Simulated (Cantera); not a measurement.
Equilibrium for fluorocarbon and chlorocarbon gases: CHF3 + HCl + H2

Input: 1 mol CHF3, 1.1 mol HCl, 1 mol H2, at 1.00 bar.

These are equilibrium values from Cantera (NASA tables, ideal gas, pure condensed phases), not measurements of a reactor. Candidate condensed phases: C, C6H6, C7H8, C8H18; 118 gas species. The tables' values for CCl are old estimates; treat these amounts as uncertain. Kinetics and transport are ignored.

```tsv
T (°C)	log p HF	log p HCl	log p Cl	log p H	log p H2	n C(graphite)
1600	-0.14	-0.58	-2.50	-4.58	-2.79	1.000
1700	-0.14	-0.58	-2.29	-4.16	-2.58	1.000
1800	-0.14	-0.59	-2.10	-3.78	-2.40	1.000
1900	-0.14	-0.59	-1.93	-3.44	-2.24	1.000
2000	-0.14	-0.60	-1.78	-3.12	-2.09	1.000
2100	-0.14	-0.62	-1.64	-2.84	-1.96	0.999
2200	-0.14	-0.63	-1.51	-2.58	-1.85	0.999
2300	-0.15	-0.65	-1.40	-2.34	-1.75	0.997
2400	-0.15	-0.68	-1.29	-2.12	-1.66	0.995
2500	-0.15	-0.71	-1.20	-1.93	-1.59	0.991
2600	-0.16	-0.75	-1.12	-1.75	-1.54	0.985
2700	-0.17	-0.79	-1.05	-1.59	-1.50	0.974
2800	-0.17	-0.84	-0.98	-1.44	-1.47	0.954
```
log p: log10 of the partial pressure in bar; n: condensed amount in mol.

From 1600 °C to 2800 °C the condensed part is C(graphite). The main C-bearing gas is C2H2 (acetylene) throughout.
